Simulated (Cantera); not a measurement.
Charge: 1 mol Si, 21 mol HCl, 0.48 mol H2, equilibrated at 1202 °C and 21.0 Pa.

Cantera equilibrium calculation (NASA polynomials, part measured and part estimated; ideal gas, pure solids and liquids). Candidate condensed phases: Si; 19 gas species. The tables' values for SiCl3 are old estimates; treat these amounts as uncertain. The numbers say what is thermodynamically allowed, not how fast it happens.

Base state: HCl 0.875, H2 0.0753, SiCl2 0.0390, SiCl3 0.00529, SiCl4 0.00244, Cl 0.00231, H 0.000246, SiHCl3 1.99e-5 (mole fractions); condensed: gas only.

**Question.** What changes in the equilibrium state with this change: temperature from 1202 °C to 1227 °C?

**Answer.** 
| species | before | after |
|---|---|---|
| HCl | 0.875 | 0.875 |
| H2 | 0.0753 | 0.0745 |
| SiCl2 | 0.0390 | 0.0403 |
| Cl | 0.00231 | 0.00314 |
| SiCl4 | 0.00244 | 0.00171 |
| H | 0.000246 | 0.000332 |
| SiHCl3 | 1.99e-5 | 1.51e-5 |
| SiCl3 | 0.00529 | 0.00466 |
